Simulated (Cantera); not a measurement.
Input: 1 mol ZrO2, 1.5 mol H2, 0.34 mol N2, at 2050 K and 63.0 mbar.

Method: chemical equilibrium by Gibbs-energy minimisation in Cantera with the NASA 1993 tables (ideal gas, pure condensed phases). Candidate condensed phases: H2O, Zr, ZrN, ZrO2; 28 gas species. Mutual solubility and eutectic melting of coexisting phases are not modelled. ZrN: taken at fixed stoichiometry. Condensed phases not in the tables: solid solutions among these carbides, nitrides and lower oxides. The numbers say what is thermodynamically allowed, not how fast it happens.

Base state: H2 0.808, N2 0.184, H 0.00812, H2O 7.93e-5 (mole fractions); condensed: ZrN(s) + ZrO2(tetragonal).

Question: What changes in the equilibrium state with this change: pressure from 63.0 mbar to 1.00 bar?

Answer: 
| species | before | after |
|---|---|---|
| H2 | 0.808 | 0.813 |
| N2 | 0.184 | 0.185 |
| H | 0.00812 | 0.00205 |
| H2O | 7.93e-5 | 0.000160 |
| ZrN(s), mol | 7.33e-5 | 0.000147 |
| ZrO2(tetragonal), mol | 1.000 | 1.000 |
